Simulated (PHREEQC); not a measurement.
Solution (25 °C): 0.053 mol/kgw HF and 0.0014 mol/kgw NH4F. Closed to the air; pH follows from the charge balance.

All values are PHREEQC results (ion-association model, wateq4f.dat), not measurements.

This is a speciation only: nothing precipitates in the calculation.

Problem. Order these F species by the share of F that they hold, largest first: HF, F-, H2F2, HF2-.

Solution. HF (72 %), H2F2 (15 %), F- (11 %), HF2- (3.2 %)

The pH is 2.31 and the ionic strength 0.00668 mol/kgw. wateq4f.dat counts part of the HF as a dimer, H2F2, which phreeqc.dat doesn't know; its constant is uncertain.
